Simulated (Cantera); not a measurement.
An isothermal, constant-pressure homogeneous reactor starts with 50.7 % H₂, 29.9 % O₂, 19.4 % N₂, equivalence ratio 0.85, at 925 K and 0.132 atm.

Cantera simulation using GRI-Mech 3.0 (53 species, 325 reactions); the numbers are that mechanism's predictions, not measurements. Radical loss at walls, strong at low pressure, is not modelled. Below about 950 K walls govern HO2 and H2O2 in real vessels. The temperature is held fixed by assumption; the heat of reaction is taken as removed at once.

x: mole fraction; the columns are a selection and need not sum to one.

```json
[
 {"t (s)": "0.000700", "x H₂": "0.507", "x O₂": "0.298", "x H₂O₂": "4.71e-9", "x NO": "<1e-12", "x HO₂": "___"},
 {"t (s)": "0.00153", "x H₂": "0.121", "x O₂": "0.119", "x H₂O₂": "4.52e-6", "x NO": "2.26e-7", "x HO₂": "___"},
 {"t (s)": "0.00335", "x H₂": "0.0360", "x O₂": "0.0769", "x H₂O₂": "3.12e-6", "x NO": "2.60e-7", "x HO₂": "___"},
 {"t (s)": "0.00732", "x H₂": "0.0283", "x O₂": "0.0733", "x H₂O₂": "1.07e-5", "x NO": "2.52e-7", "x HO₂": "___"},
 {"t (s)": "0.0160", "x H₂": "0.0273", "x O₂": "0.0728", "x H₂O₂": "3.22e-5", "x NO": "1.57e-7", "x HO₂": "___"},
 {"t (s)": "0.0350", "x H₂": "0.0271", "x O₂": "0.0727", "x H₂O₂": "4.79e-5", "x NO": "1.17e-7", "x HO₂": "___"},
 {"t (s)": "0.0765", "x H₂": "0.0266", "x O₂": "0.0725", "x H₂O₂": "7.27e-5", "x NO": "1.39e-7", "x HO₂": "___"},
 {"t (s)": "0.167", "x H₂": "0.0249", "x O₂": "0.0716", "x H₂O₂": "0.000106", "x NO": "1.57e-7", "x HO₂": "3.54e-5"},
 {"t (s)": "0.366", "x H₂": "0.0208", "x O₂": "0.0697", "x H₂O₂": "0.000111", "x NO": "1.56e-7", "x HO₂": "3.41e-5"},
 {"t (s)": "0.800", "x H₂": "0.0140", "x O₂": "0.0665", "x H₂O₂": "9.02e-5", "x NO": "1.41e-7", "x HO₂": "___"},
 {"t (s)": "1.75", "x H₂": "0.00638", "x O₂": "0.0630", "x H₂O₂": "5.38e-5", "x NO": "1.11e-7", "x HO₂": "___"},
 {"t (s)": "3.83", "x H₂": "0.00156", "x O₂": "0.0607", "x H₂O₂": "1.45e-5", "x NO": "6.18e-8", "x HO₂": "___"},
 {"t (s)": "8.37", "x H₂": "0.000304", "x O₂": "0.0601", "x H₂O₂": "1.43e-6", "x NO": "2.24e-8", "x HO₂": "___"},
 {"t (s)": "18.3", "x H₂": "8.05e-5", "x O₂": "0.0600", "x H₂O₂": "1.46e-7", "x NO": "9.15e-9", "x HO₂": "___"},
 {"t (s)": "40.0", "x H₂": "2.41e-5", "x O₂": "0.0600", "x H₂O₂": "1.93e-8", "x NO": "5.51e-9", "x HO₂": "___"}
]
```

Problem. Some entries are withheld; supply them.

Solution. 
- 0.000700, x HO₂: 3.51e-6
- 0.00153, x HO₂: 7.74e-5
- 0.00335, x HO₂: 5.60e-5
- 0.00732, x HO₂: 5.12e-5
- 0.0160, x HO₂: 3.60e-5
- 0.0350, x HO₂: 2.76e-5
- 0.0765, x HO₂: 3.19e-5
- 0.800, x HO₂: 2.93e-5
- 1.75, x HO₂: 2.12e-5
- 3.83, x HO₂: 1.03e-5
- 8.37, x HO₂: 3.10e-6
- 18.3, x HO₂: 9.70e-7
- 40.0, x HO₂: 3.35e-7
